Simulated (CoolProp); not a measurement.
Model: reference Helmholtz-energy equation of state, Thol 2017, in CoolProp.

Give the vapour pressure (bar), liquid density (kg/m³), enthalpy of vaporisation (kJ/kg), liquid cp (kJ/(kg K)) of saturated octamethyltrisiloxane (MDM) at 385.4, 420.6 K.


```tsv
T (K)	p (bar)	liquid density (kg/m³)	enthalpy of vaporisation (kJ/kg)	liquid cp (kJ/(kg K))
385.4	0.307	723	170	2.00
420.6	0.887	681	155	2.10
```
